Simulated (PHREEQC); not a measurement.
Consider water at 25 °C with 98 mmol/kgw FeCl3 and 0.029 mmol/kgw Ca(OH)2. It is in equilibrium with CO2 at log p = -3.4 (atm). Otherwise closed; pH follows from the charge balance.

All values are PHREEQC results (ion-association model, phreeqc.dat), not measurements.

No solid was allowed to form.

### Question
Estimate the pH, activity of water, ionic strength.

### Answer
pH 1.87; activity of water 0.994; ionic strength 0.387 mol/kgw.

### Question
In which forms is Cl present?

### Answer
Cl- 77 %, FeCl+2 16 %, FeCl2+ 7.2 % of the Cl.

Examples of supersaturated solids here: Hematite (slow to form), Goethite (slow to form). Others may be too. Complexes and solids missing from the database can't appear.
